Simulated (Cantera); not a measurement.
A freely propagating, adiabatic, planar premixed flame of CO : H₂ : O₂ : N₂ = 1 : 0.42 : 1.08 : 3.77 (molar parts), equivalence ratio 0.66, unburnt at 650 K and 2.70 bar; mixture-averaged transport, grid criteria slope 0.08 and curve 0.16, no radiation.

Computed with Cantera and GRI-Mech 3.0 (53 species, 325 reactions). The hydrogen kinetics of GRI-Mech 3.0 are dated; newer H2 mechanisms differ, most at raised pressure. Burning velocities carry a grid error of a few per cent, more on coarse grids.

Task: How do the results move with these cheaper or finer settings: unity-Lewis-number transport; multicomponent transport; multicomponent+Soret transport; grid criteria slope 0.5, curve 1; grid criteria slope 0.25, curve 0.5; grid criteria slope 0.03, curve 0.06?

Result: 
| setting | laminar burning velocity | thermal thickness | peak x(OH) | grid points | grid points |
|---|---|---|---|---|---|
| as above | 176 cm/s | 0.213 mm | 0.00802 | 111 | 111 |
| unity-Lewis-number transport | 162 cm/s | 0.176 mm | 0.00836 | 111 | 111 |
| multicomponent transport | 176 cm/s | 0.213 mm | 0.00801 | 111 | 111 |
| multicomponent+Soret transport | 169 cm/s | 0.213 mm | 0.00794 | 111 | 111 |
| grid criteria slope 0.5, curve 1 | 197 cm/s | 0.256 mm | 0.00787 | 34 | 34 |
| grid criteria slope 0.25, curve 0.5 | 184 cm/s | 0.231 mm | 0.00795 | 44 | 44 |
| grid criteria slope 0.03, curve 0.06 | 175 cm/s | 0.208 mm | 0.00804 | 278 | 278 |
The base run took very roughly 11 core-seconds.
Unity Lewis numbers drop preferential diffusion, which matters most where H2 and H carry the flame; Soret adds thermal diffusion.
